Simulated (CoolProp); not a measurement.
Saturated liquid density (kg/m³) of propylene: the reference equation beside estimates from Tc = 91.1 °C, pc = 4.555 MPa, ω = 0.146. Rackett uses Z = 0.29056 − 0.08775 ω.

The numbers come from the reference Helmholtz-energy equation of state, Lemmon 2013 in CoolProp.

```
T (°C)  reference  Rackett  Peng-Robinson
------  ---------  -------  -------------
-23.05      578.5    571.6          612.3
-18.15      571.9    565.0          604.5
-13.25      565.1    558.4          596.4
-8.35       558.2    551.6          588.1
-3.45       551.2    544.7          579.4
1.45        544.0    537.5          570.3
6.35        536.6    530.2          560.9
11.25       529.0    522.7          551.1
16.15       521.1    515.0          540.8
21.05       513.0    507.0          530.1
25.95       504.6    498.8          518.9
30.85       495.9    490.2          507.0
35.75       486.8    481.3          494.6
40.65       477.3    472.0          481.5
```

Absolute difference from the reference over all 14 rows, mean and median: Rackett 1.2 and 1.2 %, Peng-Robinson 4.0 and 4.4 %.
